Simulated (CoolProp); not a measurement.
Vapour-liquid equilibrium of C2F6 (R116) (1) + R143a (2) at 0.117 MPa; x and y are mole fractions of (1).

Values from CoolProp's multi-fluid Helmholtz-energy mixture model, Lemmon 2006 and Lemmon and Jacobsen 2000; pair parameters Bell 2016.

```tsv
x	bubble temperature, mixture model (K)	bubble temperature, Raoult's law (K)	y, mixture model	y, Raoult's law
0.05	220.1	225.9	?	0.176
0.125	?	221.9	0.614	0.376
0.2	207.0	218.4	0.721	0.522
0.275	204.1	215.3	?	0.630
0.35	202.4	212.6	0.807	0.713
0.425	201.3	210.2	0.827	0.778
0.5	200.6	208.1	0.841	0.829
0.575	200.0	206.1	0.853	0.870
0.65	199.6	204.4	0.864	0.904
0.725	199.1	202.7	0.878	0.931
0.8	198.7	201.2	0.895	0.955
0.875	?	199.9	0.921	0.974
0.95	197.9	198.6	?	0.990
```

**Question.** What belongs in the gaps?

**Answer.** 
- 0.05, y, mixture model: 0.367
- 0.125, bubble temperature, mixture model (K): 211.8
- 0.275, y, mixture model: 0.775
- 0.875, bubble temperature, mixture model (K): 198.3
- 0.95, y, mixture model: 0.961

The largest gap from Raoult's law is -11.4 K in bubble temperature, at x = 0.2. No azeotrope shows between x = 0.05 and 0.95.

The pair parameters rest on a limited set of measurements; away from them the model extrapolates. With so large a gap from Raoult's law the liquid may split in two, which this calculation doesn't test in full.
